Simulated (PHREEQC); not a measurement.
Dissolve 0.067 mol/kgw HF, 0.00032 mol/kgw NH4F and 0.013 mol/kgw H2SiF6 at 25 °C. Closed to the air; pH follows from the charge balance.

Model: ion-association model, phreeqc.dat, run in PHREEQC.

```tsv
quantity	before	after
pH	1.61	2.46
ionic strength (mol/kgw)	0.0417	0.00506
HF (mol/kgw)	0.0641	0.00555
F- (mol/kgw)	0.00215	0.00115
HF2- (mol/kgw)	0.000528	2.45e-5
H4SiO4 (mol/kgw)	3.80e-10	2.97e-6
SI of Quartz (SiO2)	-5.43	-1.55
```

### Question
Name the change that produced these shifts.
A. NH4F from 0.00032 to 0.0016 mol/kgw
B. HF left out
C. temperature from 25 to 15 °C
D. diluted 10-fold with water
E. diluted 5-fold with water

### Answer
D, diluted 10-fold with water

This is a speciation only: nothing precipitates in the calculation. SiF6-2 is the database's only silicon fluoride.
